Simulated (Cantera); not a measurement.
Low-pressure radical oxidation in H2/O2

An isothermal, constant-pressure homogeneous reactor starts with 0.609 % H2, 20.3 % O2, 79.1 % N2, equivalence ratio 0.015, at 1050 K and 21.0 Torr.

Cantera simulation using the H2/O2 subset of GRI-Mech 3.0, which has no nitrogen chemistry; the numbers are that mechanism's predictions, not measurements. Radical loss at walls, strong at low pressure, is not modelled.

```tsv
t (s)	x H2	x O2	x HO2	x H	x O	x H2O2	x H2O
3.00e-5	0.00609	0.203	2.78e-12	2.59e-12	<1e-12	<1e-12	<1e-12
0.000127	0.00609	0.203	1.18e-11	9.18e-12	2.81e-12	<1e-12	<1e-12
0.000533	0.00609	0.203	5.01e-11	2.94e-11	3.56e-11	<1e-12	1.65e-11
0.00225	0.00609	0.203	2.28e-10	2.91e-10	7.34e-10	<1e-12	8.36e-10
0.00949	0.00608	0.203	9.93e-8	1.25e-6	3.39e-6	2.46e-11	4.74e-6
0.0400	5.97e-5	0.199	1.39e-6	0.000344	0.00201	2.49e-8	0.00576
0.169	7.81e-6	0.200	6.16e-7	1.87e-5	0.000312	1.91e-8	0.00605
0.711	5.43e-7	0.200	1.35e-7	3.89e-7	2.37e-5	8.70e-9	0.00609
3.00	3.91e-8	0.200	1.89e-8	9.17e-9	1.93e-6	1.69e-9	0.00610
```
x: mole fraction; the columns are a selection and need not sum to one.

Equilibrium at this temperature and pressure: H2 2.97e-11, O2 0.200, HO2 1.95e-10, H <1e-12, O 1.80e-9, H2O2 2.37e-12, H2O 0.00610 (gas phase only).
